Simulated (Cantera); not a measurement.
A Cantera script and what it prints.

```python
import numpy as np
import cantera as ct

gas_names = """
    B BCL BCL2 BCL3 B2 CL CL2
""".split()
cond_names = """
    B(b) B(L)
""".split()


# ... load() reads the species with a 1 bar reference pressure and builds the phases ...
atoms = {
    'B': {'B': 1},
    'Cl2': {'CL': 2},
}
top_T = {}  # K; cautious upper limits of use, not melting points


# ... equilibrate(T, P, feed) seeds the gas with the atoms and calls Mixture.equilibrate('TP', solver="vcs", rtol=1e-11, max_steps=5000) ...
results = []
feed = {'B': 1, 'Cl2': 0.51}  # mol
T = 1148.15  # K
P = 1000  # Pa
mix = equilibrate(T, P, feed)
results.append((T, P, feed, dict(zip(mix.species_names, mix.species_moles))))
print(gas.report(threshold=1e-06))
for i in range(1, mix.n_phases):
    print(f"{mix.phase(i).name:16s} {mix.phase_moles(i):12.5e} mol")
```

Result:

```
       temperature   1148.2 K
          pressure   1000 Pa
           density   0.012272 kg/m^3
  mean mol. weight   117.16 kg/kmol
   phase of matter   gas

                          1 kg             1 kmol
                     ---------------   ---------------
          enthalpy       -2.8915e+06       -3.3875e+08  J
   internal energy        -2.973e+06        -3.483e+08  J
           entropy            3650.2        4.2765e+05  J/K
    Gibbs function       -7.0825e+06       -8.2975e+08  J
 heat capacity c_p            686.71             80452  J/K
 heat capacity c_v            615.74             72138  J/K

                      mass frac. Y      mole frac. X     chem. pot. / RT
                     ---------------   ---------------   ---------------
               BCL        1.6679e-06         4.224e-06           -30.314
              BCL2        8.0815e-05        0.00011587           -58.619
              BCL3           0.99992           0.99988           -86.923
     [   +4 minor]        1.0291e-07        3.3993e-07

B(b)              6.59986e-01 mol
```

These are equilibrium values from Cantera (NASA tables, ideal gas, pure condensed phases), not measurements of a reactor. The tables' values for BCl2 are old estimates; treat these amounts as uncertain.
